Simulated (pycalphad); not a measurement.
CALPHAD calculation (pycalphad, COST 507 light-alloy database (1999)), 1 atm. The database dates from 1999; later assessments differ in places, in temperatures and in the compounds included.

Molar enthalpy of Si-32.27Al (wt.%) in equilibrium (SER reference):

```
T (°C)  H (kJ/mol)                 phases
------  ----------  ---------------------
2077         91.99                 liquid
1927         87.68                 liquid
1777         83.38                 liquid
1627         79.07                 liquid
1477         74.77                 liquid
1327         70.45                 liquid
1252         68.29                 liquid
1177         59.86  liquid + diamond (Si)
1027         43.02  liquid + diamond (Si)
877          32.97  diamond (Si) + liquid
727          25.42  diamond (Si) + liquid
577          14.06     diamond (Si) + fcc
502          11.90     diamond (Si) + fcc
427           9.84     diamond (Si) + fcc
277           5.93     diamond (Si) + fcc
```

Cooling from 1252 °C to 577 °C, across the freezing range, releases 54.2 kJ/mol, or 1960 J/g. The slope is 29 J/(mol K) in the liquid and 29 J/(mol K) just below the solidus, where it includes any heat of precipitation. Liquidus 1216 °C, solidus 577 °C. Changes were sought between steps of 75 K, so a narrower field can be missed.
